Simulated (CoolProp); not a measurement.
Saturation properties of R1233zd(E).

Model: reference Helmholtz-energy equation of state, Akasaka 2022, in CoolProp.

```json
[
 {"T (K)": "254.3", "p (MPa)": "0.01973", "enthalpy of vaporisation (kJ/kg)": "211.3", "liquid cp (kJ/(kg K))": "1.102", "vapour Z": "0.9876"},
 {"T (K)": "260.7", "p (MPa)": "0.02725", "enthalpy of vaporisation (kJ/kg)": "208.4", "liquid cp (kJ/(kg K))": "(withheld)", "vapour Z": "0.9842"},
 {"T (K)": "267", "p (MPa)": "0.03678", "enthalpy of vaporisation (kJ/kg)": "205.6", "liquid cp (kJ/(kg K))": "1.125", "vapour Z": "0.9803"},
 {"T (K)": "273.3", "p (MPa)": "0.04883", "enthalpy of vaporisation (kJ/kg)": "202.8", "liquid cp (kJ/(kg K))": "1.136", "vapour Z": "0.9757"},
 {"T (K)": "279.6", "p (MPa)": "0.06386", "enthalpy of vaporisation (kJ/kg)": "(withheld)", "liquid cp (kJ/(kg K))": "1.148", "vapour Z": "0.9704"},
 {"T (K)": "286", "p (MPa)": "0.08269", "enthalpy of vaporisation (kJ/kg)": "196.8", "liquid cp (kJ/(kg K))": "1.161", "vapour Z": "0.9643"},
 {"T (K)": "292.3", "p (MPa)": "0.1053", "enthalpy of vaporisation (kJ/kg)": "193.8", "liquid cp (kJ/(kg K))": "1.174", "vapour Z": "0.9575"},
 {"T (K)": "298.6", "p (MPa)": "0.1324", "enthalpy of vaporisation (kJ/kg)": "190.7", "liquid cp (kJ/(kg K))": "(withheld)", "vapour Z": "0.9498"},
 {"T (K)": "304.9", "p (MPa)": "0.1648", "enthalpy of vaporisation (kJ/kg)": "187.5", "liquid cp (kJ/(kg K))": "(withheld)", "vapour Z": "0.9413"},
 {"T (K)": "311.2", "p (MPa)": "(withheld)", "enthalpy of vaporisation (kJ/kg)": "184.2", "liquid cp (kJ/(kg K))": "1.215", "vapour Z": "0.9318"},
 {"T (K)": "317.6", "p (MPa)": "0.2485", "enthalpy of vaporisation (kJ/kg)": "180.7", "liquid cp (kJ/(kg K))": "1.230", "vapour Z": "0.9213"},
 {"T (K)": "323.9", "p (MPa)": "0.3005", "enthalpy of vaporisation (kJ/kg)": "(withheld)", "liquid cp (kJ/(kg K))": "1.245", "vapour Z": "(withheld)"},
 {"T (K)": "330.2", "p (MPa)": "0.3605", "enthalpy of vaporisation (kJ/kg)": "173.4", "liquid cp (kJ/(kg K))": "1.261", "vapour Z": "0.8975"}
]
```

Problem. Some entries are withheld; supply them.

Solution. 
- 260.7, liquid cp (kJ/(kg K)): 1.113
- 279.6, enthalpy of vaporisation (kJ/kg): 199.8
- 298.6, liquid cp (kJ/(kg K)): 1.187
- 304.9, liquid cp (kJ/(kg K)): 1.201
- 311.2, p (MPa): 0.2030
- 323.9, enthalpy of vaporisation (kJ/kg): 177.1
- 323.9, vapour Z: 0.9099

It boils at 291.3 K under 1 atm.
